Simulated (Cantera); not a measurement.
Mixture: H2 : O2 : N2 = 1 : 0.794 : 4.21 (molar parts), at 750 Torr, adiabatic and at constant volume. Ignition delay is the time to a rise of 400 K.

Computed with Cantera and GRI-Mech 3.0 (53 species, 325 reactions). Where the delays flatten at high temperature, the 400 K rule measures the pace of heat release, not the induction time.

Q: Predict: delay at 1250 K; delay at 1400 K; delay at 1550 K; delay at 1700 K; delay at 1850 K.

A: 
| Quantity | Result |
|---|---|
| delay at 1250 K | 47.6 µs |
| delay at 1400 K | 29.8 µs |
| delay at 1550 K | 24.3 µs |
| delay at 1700 K | 24.2 µs |
| delay at 1850 K | 27.2 µs |
